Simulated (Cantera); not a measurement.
A closed system holds: 1 mol CuO, 0.34 mol H2, 0.59 mol H2O, at 427 °C and 4.05 Torr.

Equilibrium computed with Cantera from the NASA thermochemical tables; the gas is ideal and each condensed phase is pure. Candidate condensed phases: Cu, CuO, Cu(OH)2, Cu2O, H2O; 12 gas species. Rates play no part.

Base state: H2O 1.00 (mole fractions); condensed: CuO(s) + Cu2O(s).

Question: What changes in the equilibrium state with this change: CuO replaced by SiO2?

Answer: 
| species | before | after |
|---|---|---|
| H2O | 1.00 | 0.634 |
| H2 | <1e-9 | 0.366 |
| CuO(s), mol | 0.320 | 0 |
| Cu2O(s), mol | 0.340 | 0 |
| SiO2(α-quartz), mol | 0 | 1.00 |
Further candidate phases: Si, SiO2.
